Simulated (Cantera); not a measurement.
A perfectly stirred reactor is fed with CH4 : H2O = 1 : 4 (molar parts), at 16.0 bar; it is held at 2050 K, and followed from long to short residence time.

Computed with Cantera and GRI-Mech 3.0 (53 species, 325 reactions). The pressure lies above the range GRI-Mech 3.0 was tuned for (to about 10 atm).

One state of this run: x CH4 = 0.00750; x H2O = 0.425; x CH2O = 2.64e-6; x CO2 = 0.0229; x CH2CO = 3.47e-6. x: mole fraction; the columns are a selection and need not sum to one.

Which value of τ (s) does it belong to?
(A) 0.0033
(B) 0.00011
(C) 0.018
(D) 2.7

C, 0.018
